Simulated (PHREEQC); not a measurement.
Na2S is added in steps, without added water, to 1 kg of water holding 0.0063 mol/kgw HBr and 0.00017 mol/kgw KCl, at 20 °C. The system is closed to oxygen. CO2 from the air is kept out. The run lets Halite precipitate or redissolve, and no other solid.

Base run: PHREEQC, ion-association model, wateq4f.dat. Each further column changes one thing. The table gives pH.

| Na2S added (mol) | base | KCl left out | 0.0014 mol/kgw HF added | no solid may form |
|---|---|---|---|---|
| 0 | 2.23 | 2.23 | 2.22 | 2.23 |
| 0.00048 | 2.31 | 2.30 | 2.29 | 2.31 |
| 0.00112 | 2.42 | 2.42 | 2.40 | 2.42 |
| 0.0016 | 2.54 | 2.54 | 2.50 | 2.54 |
| 0.00208 | 2.70 | 2.70 | 2.64 | 2.70 |
| 0.00272 | 3.10 | 3.10 | 2.89 | 3.10 |
| 0.0032 | 5.50 | 5.50 | 3.20 | 5.50 |

The polysulfide entries of wateq4f.dat were taken out for this run.
